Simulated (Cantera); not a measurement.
Input (Python, Cantera):

```python
import numpy as np
import cantera as ct

gas = ct.Solution("gri30.yaml")
gas.TPX = 1900, 730000, {'CH4': 1, 'CO2': 0.42, 'H2': 0.055}
inlet = ct.Reservoir(gas, clone=True)

reactor = ct.IdealGasConstPressureReactor(gas, energy="off", clone=False)
exhaust = ct.Reservoir(gas, clone=True)
tau = [2.4, 0.92, 0.36, 0.14, 0.054, 0.021, 0.0083, 0.0032, 0.0013, 0.00049][0]
for a, b in ((inlet, reactor), (reactor, exhaust)):
    ct.MassFlowController(a, b, mdot=lambda t: reactor.mass / tau)
net = ct.ReactorNet([reactor])
show = ['CH4', 'CO2', 'H2', 'CH2', 'HCO', 'H2O']

rows = []
print(f"{'tau/s':>10s}{'T/K':>9s}" + "".join(f"{s:>11s}" for s in show))
for tau in [2.4, 0.92, 0.36, 0.14, 0.054, 0.021, 0.0083, 0.0032, 0.0013, 0.00049]:
    net.initial_time = 0.0
    net.advance(30 * tau)
    before = gas.X
    net.advance(40 * tau)
    drift = np.max(np.abs(gas.X - before) / (gas.X + 1e-9))
    rows.append([gas.T, *gas[show].X, drift])
    print(f"{tau:10.3e}{gas.T:9.1f}" + "".join(f"{x:11.3e}" for x in gas[show].X))
```

It prints:

```
     tau/s      T/K        CH4        CO2         H2        CH2        HCO        H2O
 2.400e+00   1900.0  2.761e-02  2.638e-04  5.814e-01  1.025e-07  2.218e-07  1.882e-03
 9.200e-01   1900.0  2.830e-02  6.617e-04  5.783e-01  1.086e-07  2.194e-07  4.703e-03
 3.600e-01   1900.0  2.990e-02  1.560e-03  5.713e-01  1.227e-07  2.139e-07  1.099e-02
 1.400e-01   1900.0  3.336e-02  3.428e-03  5.570e-01  1.536e-07  2.031e-07  2.364e-02
 5.400e-02   1900.0  4.018e-02  6.873e-03  5.322e-01  2.138e-07  1.851e-07  4.487e-02
 2.100e-02   1900.0  5.224e-02  1.266e-02  4.971e-01  3.130e-07  1.615e-07  7.273e-02
 8.300e-03   1900.0  7.231e-02  2.270e-02  4.560e-01  4.481e-07  1.365e-07  9.967e-02
 3.200e-03   1900.0  1.067e-01  4.300e-02  4.140e-01  6.056e-07  1.127e-07  1.144e-01
 1.300e-03   1900.0  1.596e-01  7.951e-02  3.788e-01  7.481e-07  9.387e-08  1.047e-01
 4.900e-04   1900.0  2.460e-01  1.388e-01  3.377e-01  9.065e-07  8.223e-08  6.961e-02
```

Detailed kinetics in Cantera: GRI-Mech 3.0 (53 species, 325 reactions). GRI-Mech 3.0 stops at C3 and has no aromatics, soot or wall deposition, so with more carbon than oxygen in the feed, carbon stays in small species such as C2H2 where larger ones or solid carbon would form.
